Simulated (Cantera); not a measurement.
Input (Python, Cantera):

```python
import numpy as np
import cantera as ct

gas = ct.Solution("gri30.yaml")
gas.TPX = 1273, 101325, {'N2O': 1, 'O2': 0.17}
reactor = ct.IdealGasConstPressureReactor(gas, energy="off", clone=False)
net = ct.ReactorNet([reactor])
net.rtol, net.atol = 1e-08, 1e-18
show = ['N2O', 'O2', 'NO2', 'NO', 'N2']
times = np.geomspace(5e-05, 3, 14)

steps = ct.SolutionArray(gas, extra=["t"])
rows = []
print(f"{'t/s':>10s}{'T/K':>9s}{'P/Pa':>11s}" + "".join(f"{s:>11s}" for s in show))
for t in times:
    while net.time < t:
        t_next = net.step()
        steps.append(gas.state, t=t_next)
    rows.append([np.interp(t, steps.t, y) for y in (steps.T, steps.P, *steps(*show).X.T)])
    print(f"{t:10.3e}{rows[-1][0]:9.1f}{rows[-1][1]:11.4g}" + "".join(f"{x:11.3e}" for x in rows[-1][2:]))
rate = np.gradient(steps.T, steps.t)
print("integrator steps:", len(steps.t))
if steps.T.max() > steps.T[0] + 200:
    print(f"time of steepest temperature rise: {steps.t[rate.argmax()]:.4e} s")
gas.TPX = 1273, 101325, {'N2O': 1, 'O2': 0.17}
gas.equilibrate("TP")
print(f"equilibrium (TP): T = {gas.T:.1f} K  " + "  ".join(f"{s} {gas[s].X[0]:.3e}" for s in show))
```

Output:

```
       t/s      T/K       P/Pa        N2O         O2        NO2         NO         N2
 5.000e-05   1273.0  1.013e+05  8.546e-01  1.453e-01  5.168e-10  1.128e-05  8.217e-05
 1.166e-04   1273.0  1.013e+05  8.544e-01  1.454e-01  3.196e-09  2.810e-05  1.973e-04
 2.717e-04   1273.0  1.013e+05  8.540e-01  1.455e-01  1.817e-08  6.728e-05  4.655e-04
 6.333e-04   1273.0  1.013e+05  8.530e-01  1.457e-01  9.834e-08  1.585e-04  1.090e-03
 1.476e-03   1273.0  1.013e+05  8.508e-01  1.463e-01  5.092e-07  3.702e-04  2.542e-03
 3.441e-03   1273.0  1.013e+05  8.457e-01  1.476e-01  2.438e-06  8.595e-04  5.906e-03
 8.022e-03   1273.0  1.013e+05  8.338e-01  1.506e-01  1.009e-05  1.979e-03  1.364e-02
 1.870e-02   1273.0  1.013e+05  8.072e-01  1.573e-01  3.335e-05  4.485e-03  3.106e-02
 4.359e-02   1273.0  1.013e+05  7.496e-01  1.718e-01  8.707e-05  9.834e-03  6.866e-02
 1.016e-01   1273.0  1.013e+05  6.367e-01  2.004e-01  1.909e-04  2.009e-02  1.426e-01
 2.368e-01   1273.0  1.013e+05  4.524e-01  2.475e-01  3.519e-04  3.586e-02  2.639e-01
 5.521e-01   1273.0  1.013e+05  2.338e-01  3.048e-01  5.196e-04  5.188e-02  4.089e-01
 1.287e+00   1273.0  1.013e+05  7.210e-02  3.494e-01  6.149e-04  5.940e-02  5.185e-01
 3.000e+00   1273.0  1.013e+05  8.724e-03  3.682e-01  7.241e-04  5.966e-02  5.627e-01
integrator steps: 753
equilibrium (TP): T = 1273.0 K  N2O 2.362e-08  O2 4.010e-01  NO2 6.742e-06  NO 4.006e-04  N2 5.986e-01
```

Cantera simulation using GRI-Mech 3.0 (53 species, 325 reactions); the numbers are that mechanism's predictions, not measurements. GRI-Mech 3.0 was tuned for natural gas; its chemistry of N2O as a main component is partial and can be far from experiment. The mechanism lacks the step 2 NO + O2 → 2 NO2, which can matter for NO2 below about 1400 K. The temperature is held fixed by assumption; the heat of reaction is taken as removed at once.
